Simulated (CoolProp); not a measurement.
Saturation properties of carbon dioxide.

Computed with CoolProp (reference Helmholtz-energy equation of state, Span 1996).

```json
[
 {"T (°C)": "-39.25", "p (MPa)": "1.033", "vapour density (kg/m³)": "26.84", "liquid cp (kJ/(kg K))": "2.015"},
 {"T (°C)": "-34.95", "p (MPa)": "1.205", "vapour density (kg/m³)": "31.27", "liquid cp (kJ/(kg K))": "2.040"},
 {"T (°C)": "-30.75", "p (MPa)": "1.392", "vapour density (kg/m³)": "36.16", "liquid cp (kJ/(kg K))": "2.068"},
 {"T (°C)": "-26.45", "p (MPa)": "1.606", "vapour density (kg/m³)": "41.81", "liquid cp (kJ/(kg K))": "2.102"},
 {"T (°C)": "-22.25", "p (MPa)": "1.836", "vapour density (kg/m³)": "48.04", "liquid cp (kJ/(kg K))": "2.141"},
 {"T (°C)": "-17.95", "p (MPa)": "2.097", "vapour density (kg/m³)": "55.24", "liquid cp (kJ/(kg K))": "2.189"},
 {"T (°C)": "-13.75", "p (MPa)": "2.377", "vapour density (kg/m³)": "63.20", "liquid cp (kJ/(kg K))": "2.246"},
 {"T (°C)": "-9.45", "p (MPa)": "2.690", "vapour density (kg/m³)": "72.43", "liquid cp (kJ/(kg K))": "2.317"},
 {"T (°C)": "-5.25", "p (MPa)": "3.025", "vapour density (kg/m³)": "82.70", "liquid cp (kJ/(kg K))": "2.403"},
 {"T (°C)": "-0.95", "p (MPa)": "3.398", "vapour density (kg/m³)": "94.75", "liquid cp (kJ/(kg K))": "2.514"},
 {"T (°C)": "3.25", "p (MPa)": "3.795", "vapour density (kg/m³)": "108.3", "liquid cp (kJ/(kg K))": "2.655"},
 {"T (°C)": "7.55", "p (MPa)": "4.235", "vapour density (kg/m³)": "124.6", "liquid cp (kJ/(kg K))": "2.851"},
 {"T (°C)": "11.75", "p (MPa)": "4.701", "vapour density (kg/m³)": "143.4", "liquid cp (kJ/(kg K))": "3.125"}
]
```
